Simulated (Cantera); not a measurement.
Input: 1 mol MgF2, 0.2 mol H2O, 0.12 mol N2, at 10.0 Torr.

Method: chemical equilibrium by Gibbs-energy minimisation in Cantera with the NASA 1993 tables (ideal gas, pure condensed phases). Candidate condensed phases: H2O, Mg, MgF2, MgO, Mg(OH)2; 50 gas species. Mutual solubility and eutectic melting of coexisting phases are not modelled. Rates play no part.

**Question.** Which condensed phases are stable at each of these points (T (K)): 1750, 1775, 1800, 1825, 1850, 1875, 1900, 1925, 1950, 1975, 2000, 2025, 2050?

**Answer.** 
```
T (K)  condensed phases  Mg condensed (%)
-----  ----------------  ----------------
1750   MgF2(l) + MgO(s)              90.4
1775   MgF2(l) + MgO(s)              86.2
1800   MgF2(l) + MgO(s)              79.9
1825   MgF2(l) + MgO(s)              69.7
1850   MgF2(l) + MgO(s)              51.7
1875             MgO(s)              19.7
1900             MgO(s)              19.7
1925             MgO(s)              19.6
1950             MgO(s)              19.6
1975             MgO(s)              19.5
2000             MgO(s)              19.4
2025             MgO(s)              19.3
2050             MgO(s)              19.2
```

From 1750 K to 1850 K the condensed part is MgF2(l) + MgO(s). From 1875 K to 2050 K the condensed part is MgO(s).
